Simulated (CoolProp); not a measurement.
A single-stage vapour-compression cycle with R236FA: evaporating at 319.15 K (dew point), condensing at 347.15 K (bubble point), superheat 10 K, subcooling 5 K, compressor efficiency 0.75, no pressure losses. Each further row changes one setting.

The numbers come from the reference Helmholtz-energy equation of state, Pan 2012 in CoolProp.

```csv
case,cooling COP,pressure ratio,discharge temperature (K),refrigerating effect (kJ/kg),volumetric capacity (kJ/m³)
as stated,7.45,2.08,354.4,112,3700
evaporating temperature 324.15 K,9.48,1.81,354.9,115,4380
condensing temperature 342.15 K,9.42,1.84,349.9,118,3920
subcooling 10 K,7.91,2.08,354.4,118,3920
superheat 20 K,7.67,2.08,364.0,121,3830
compressor efficiency 0.65,6.46,2.08,356.5,112,3700
```
